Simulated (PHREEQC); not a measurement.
Model water analysis in mmol/kgw, 25 °C, pH 3.37: Na 105; K 3.22; Ca 3.92; Mg 11.6; Cl 46.1; S(6) 75.7.

Valence states are taken as typed.

Equilibrium calculation in PHREEQC: Pitzer model, pitzer.dat.

```tsv
quantity	before	after
HSO4- (mol/kgw)	0.000888	0.00177
SI of Gypsum (CaSO4:2H2O)	-0.42	+0.19
SI of Epsomite (MgSO4:7H2O)	-2.61	-1.99
```

Question: Which change was made?
A) temperature from 25 to 15 °C at the same typed pH
B) all concentrations times 4 at the same typed pH
C) Ca from 3.92 to 11.8 mmol/kgw

Answer: B, all concentrations times 4 at the same typed pH

This is a speciation only: nothing precipitates in the calculation. Some of these states are supersaturated (in Gypsum, for instance).
